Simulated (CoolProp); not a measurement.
Vapour-liquid equilibrium of dimethyl ether (1) + R227EA (2) at 52 kPa; x and y are mole fractions of (1).

Model: multi-fluid Helmholtz-energy mixture model, Wu 2011 and Lemmon 2016; pair parameters Bell 2016, in CoolProp.

```json
[
 {"x": "0.05", "bubble temperature (K)": "243.3", "y at the bubble point": "0.016", "dew temperature at overall composition x (K)": "244.4", "liquid density (mol/L)": "9.609"},
 {"x": "0.2", "bubble temperature (K)": "245.9", "y at the bubble point": "0.137", "dew temperature at overall composition x (K)": "246.5", "liquid density (mol/L)": "10.35"},
 {"x": "0.35", "bubble temperature (K)": "246.7", "y at the bubble point": "0.378", "dew temperature at overall composition x (K)": "246.8", "liquid density (mol/L)": "11.18"},
 {"x": "0.5", "bubble temperature (K)": "244.7", "y at the bubble point": "0.642", "dew temperature at overall composition x (K)": "246.1", "liquid density (mol/L)": "12.14"},
 {"x": "0.65", "bubble temperature (K)": "241.2", "y at the bubble point": "0.829", "dew temperature at overall composition x (K)": "244.6", "liquid density (mol/L)": "13.24"},
 {"x": "0.8", "bubble temperature (K)": "237.7", "y at the bubble point": "0.933", "dew temperature at overall composition x (K)": "241.9", "liquid density (mol/L)": "14.48"},
 {"x": "0.95", "bubble temperature (K)": "234.9", "y at the bubble point": "0.988", "dew temperature at overall composition x (K)": "236.9", "liquid density (mol/L)": "15.87"}
]
```

y crosses x between x = 0.2 and 0.35: the model has an azeotrope there.

Pair parameters are fitted to limited data, so mixtures are less certain than the pure fluids.
